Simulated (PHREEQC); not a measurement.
A solution holds 0.093 mol/kgw NaHSO4 and 0.00018 mol/kgw NH3, at 25 °C. Closed to the air; pH follows from the charge balance.

Model: ion-association model, phreeqc.dat, run in PHREEQC.

```json
[
 {"quantity": "pH", "before": "1.47", "after": "1.99"},
 {"quantity": "ionic strength (mol/kgw)", "before": "0.167", "after": "0.0415"},
 {"quantity": "HSO4- (mol/kgw)", "before": "0.0507", "after": "0.00666"},
 {"quantity": "SO4-2 (mol/kgw)", "before": "0.0372", "after": "0.0114"},
 {"quantity": "NH4+ (mol/kgw)", "before": "0.000158", "after": "3.36e-5"},
 {"quantity": "NH4SO4- (mol/kgw)", "before": "2.19e-5", "after": "2.36e-6"}
]
```

### Question
What was changed between the two runs?
(A) temperature from 25 to 55 °C
(B) 0.047 mol/kgw NaCl added
(C) temperature from 25 to 90 °C
(D) diluted 5-fold with water
(E) NaHSO4 replaced by NH4HSO4 at the same molality

### Answer
D, diluted 5-fold with water

No solid was allowed to form.
